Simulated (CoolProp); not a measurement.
Vapour-liquid equilibrium of n-butane (1) + acetone (2) at 1.1 MPa; x and y are mole fractions of (1).

Computed with CoolProp (multi-fluid Helmholtz-energy mixture model, Bücker 2006 and Lemmon 2006; pair parameters Bell 2016).

| x | bubble temperature, mixture model (K) | bubble temperature, Raoult's law (K) | y, mixture model | y, Raoult's law |
|---|---|---|---|---|
| 0.05 | 409.8 | 415.8 | 0.206 | 0.148 |
| 0.125 | 395.7 | 408.4 | 0.428 | 0.327 |
| 0.2 | 385.2 | 401.7 | (withheld) | 0.467 |
| 0.275 | (withheld) | 395.6 | 0.651 | 0.578 |
| 0.35 | (withheld) | 390.1 | (withheld) | 0.667 |
| 0.425 | 369.2 | 385.0 | 0.744 | 0.739 |
| 0.5 | 366.5 | 380.4 | (withheld) | 0.797 |
| 0.575 | 364.5 | 376.1 | 0.798 | 0.845 |
| 0.65 | 362.7 | 372.2 | 0.822 | 0.885 |
| 0.725 | (withheld) | 368.5 | 0.847 | 0.918 |
| 0.8 | 359.7 | 365.1 | 0.876 | 0.945 |
| 0.875 | (withheld) | 361.9 | 0.912 | 0.969 |
| 0.95 | (withheld) | 358.9 | 0.959 | 0.988 |

Q: Complete the blanks.

A: 
- 0.2, y, mixture model: 0.566
- 0.275, bubble temperature, mixture model (K): 377.9
- 0.35, bubble temperature, mixture model (K): 372.8
- 0.35, y, mixture model: 0.706
- 0.5, y, mixture model: 0.774
- 0.725, bubble temperature, mixture model (K): 361.1
- 0.875, bubble temperature, mixture model (K): 358.4
- 0.95, bubble temperature, mixture model (K): 357.4

The largest gap from Raoult's law is -17.7 K in bubble temperature, at x = 0.275. No azeotrope shows between x = 0.05 and 0.95.

The pair parameters rest on a limited set of measurements; away from them the model extrapolates.
